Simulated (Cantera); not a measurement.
**CHF3 + H2 (fluorocarbon and chlorocarbon gases)**

Input: 1 mol CHF3, 10 mol H2, equilibrated at 38.3 Torr.

Equilibrium computed with Cantera from the NASA thermochemical tables; the gas is ideal and each condensed phase is pure. Candidate condensed phases: C, C6H6, C7H8, C8H18; 110 gas species. Ions and electrons are included (thermal ionisation). Kinetics and transport are ignored.

From 3000 K to 5000 K nothing is condensed. The main C-bearing gas is C2H2 (acetylene) at 3000 K and C at 5000 K.

```tsv
T (K)	x H	x H2	x HF	x F	x C	x C2H2 (acetylene)	x C3
3000	0.418	0.357	0.194	0.00141	0.000922	0.0191	0.00489
3250	0.618	0.189	0.162	0.00499	0.00443	0.00566	0.00870
3500	0.743	0.0808	0.131	0.0163	0.0134	0.000914	0.00694
3750	0.797	0.0322	0.0928	0.0422	0.0270	9.45e-5	0.00264
4000	0.819	0.0135	0.0514	0.0757	0.0362	6.39e-6	0.000431
4250	0.830	0.00610	0.0237	0.0995	0.0389	4.00e-7	4.99e-5
4500	0.835	0.00298	0.0103	0.111	0.0396	3.07e-8	6.36e-6
4750	0.838	0.00156	0.00464	0.116	0.0398	3.01e-9	9.75e-7
5000	0.839	0.000867	0.00220	0.118	0.0399	3.69e-10	1.79e-7
```
x: gas mole fraction; nothing condenses.
